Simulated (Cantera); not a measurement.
A Cantera script and what it prints.

```python
import numpy as np
import cantera as ct

gas_names = [...]  # 109 gases of nasa_gas.yaml made of C, Cl, H, Si
cond_names = """
    C(gr) C6H6(L) C7H8(L) C8H18(L),n-octa Si(cr) Si(L) SiC(b)
""".split()


# ... load() reads the species with a 1 bar reference pressure and builds the phases ...
atoms = {
    '(CH3)2SiCl2': {'C': 2, 'H': 6, 'Si': 1, 'CL': 2},
    'C3H8': {'C': 3, 'H': 8},
    'H2': {'H': 2},
}
top_T = {'C(gr)': 4500, 'SiC(b)': 3050}  # K; cautious upper limits of use, not melting points


# ... equilibrate(T, P, feed) seeds the gas with the atoms and calls Mixture.equilibrate('TP', solver="vcs", rtol=1e-11, max_steps=5000) ...
results = []
feed = {'(CH3)2SiCl2': 1, 'C3H8': 0.0033, 'H2': 130}  # mol
T = 1150  # K
P = 26000  # Pa
mix = equilibrate(T, P, feed)
results.append((T, P, feed, dict(zip(mix.species_names, mix.species_moles))))
x = sorted(zip(gas.X, gas.species_names), reverse=True)
print(f"T = {T:g} K  P = {P:g} Pa  gas = {mix.phase_moles(0):.4g} mol")
print("   x: " + "  ".join(f"{s} {v:.3e}" for v, s in x if v > 0.001))
print("   condensed (mol): " + ("  ".join(f"{mix.phase(i).name} {mix.phase_moles(i):.4g}"
      for i in range(1, mix.n_phases) if mix.phase_moles(i) > 1e-12) or "none"))
```

Result:

```
T = 1150 K  P = 26000 Pa  gas = 133.2 mol
   x: H2 9.792e-01  HCL 1.500e-02  CH4 5.834e-03
   condensed (mol): C(gr) 0.2329  SiC(b) 0.9996
```

Equilibrium computed with Cantera from the NASA thermochemical tables; the gas is ideal and each condensed phase is pure. The feed counts by its element totals alone.
